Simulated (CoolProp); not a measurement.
Cyclopentane along the isobar 26700 kPa: fugacity coefficient from the reference equation and from simpler models built on Tc = 511.7 K, pc = 4583 kPa, ω = 0.202; each cubic takes its own stable root.

Computed with CoolProp (reference Helmholtz-energy equation of state, Gedanitz 2015).

| T (K) | phase | reference | van der Waals | Redlich-Kwong | Soave-Redlich-Kwong | Peng-Robinson |
|---|---|---|---|---|---|---|
| 260.5 | liquid | 0.0008354 | 0.02783 | 0.001574 | 0.0008434 | 0.0007942 |
| 278.7 | liquid | 0.001958 | 0.03875 | 0.003515 | 0.001982 | 0.001837 |
| 296.9 | liquid | 0.004053 | 0.05175 | 0.006911 | 0.004122 | 0.003775 |
| 315.1 | liquid | 0.007581 | 0.06676 | 0.01228 | 0.007757 | 0.007040 |
| 333.3 | liquid | 0.01305 | 0.08368 | 0.02009 | 0.01344 | 0.01211 |
| 351.5 | liquid | 0.02094 | 0.1023 | 0.03072 | 0.02172 | 0.01948 |
| 369.7 | liquid | 0.03169 | 0.1226 | 0.04444 | 0.03311 | 0.02961 |
| 387.9 | liquid | 0.04565 | 0.1442 | 0.06136 | 0.04803 | 0.04285 |
| 406.1 | liquid | 0.06302 | 0.1671 | 0.08146 | 0.06676 | 0.05948 |
| 424.3 | liquid | 0.08388 | 0.1910 | 0.1046 | 0.08944 | 0.07963 |
| 442.5 | liquid | 0.1082 | 0.2157 | 0.1305 | 0.1160 | 0.1033 |
| 460.7 | liquid | 0.1357 | 0.2410 | 0.1589 | 0.1463 | 0.1303 |
| 478.9 | liquid | 0.1663 | 0.2668 | 0.1893 | 0.1801 | 0.1605 |
| 497.1 | liquid | 0.1995 | 0.2930 | 0.2214 | 0.2168 | 0.1935 |
| 515.3 | supercritical | 0.2349 | 0.3193 | 0.2548 | 0.2561 | 0.2287 |
